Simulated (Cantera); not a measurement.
A closed system holds: 1 mol CuO, 0.84 mol F₂, 36 mol N₂, held at 1202 °C and 24.0 Torr.

Method: chemical equilibrium by Gibbs-energy minimisation in Cantera with the NASA 1993 tables (ideal gas, pure condensed phases). Candidate condensed phases: Cu, CuF₂, CuO, Cu₂O; 22 gas species. Rates play no part.

Base state: N₂ 0.960, CuF₂ 0.0179, O₂ 0.0132, CuF 0.00875, NO 0.000299, F 0.000223 (mole fractions); condensed: gas only.

Question: What changes in the equilibrium state with this change: temperature from 1202 °C to 550 °C?

Answer: 
| species | before | after |
|---|---|---|
| N₂ | 0.960 | 0.988 |
| O₂ | 0.0132 | 0.0115 |
| NO | 0.000299 | 7.74e-7 |
| CuF₂ | 0.0179 | 5.04e-7 |
| CuF | 0.00875 | 1.32e-8 |
| F | 0.000223 | <1e-9 |
| CuF₂(s), mol | 0 | 0.840 |
| CuO(s), mol | 0 | 0.160 |

Question: What changes in the equilibrium state with this change: F₂ from 0.84 to 0.95 mol?

Answer: 
| species | before | after |
|---|---|---|
| N₂ | 0.960 | 0.959 |
| CuF₂ | 0.0179 | 0.0232 |
| O₂ | 0.0132 | 0.0132 |
| CuF | 0.00875 | 0.00341 |
| F | 0.000223 | 0.000742 |
| NO | 0.000299 | 0.000299 |

Question: What changes in the equilibrium state with this change: temperature from 1202 °C to 1377 °C?

Answer: 
| species | before | after |
|---|---|---|
| N₂ | 0.960 | 0.957 |
| CuF₂ | 0.0179 | 0.0153 |
| O₂ | 0.0132 | 0.0130 |
| F | 0.000223 | 0.00274 |
| CuF | 0.00875 | 0.0112 |
| O | 1.84e-6 | 1.65e-5 |
| NO | 0.000299 | 0.000653 |
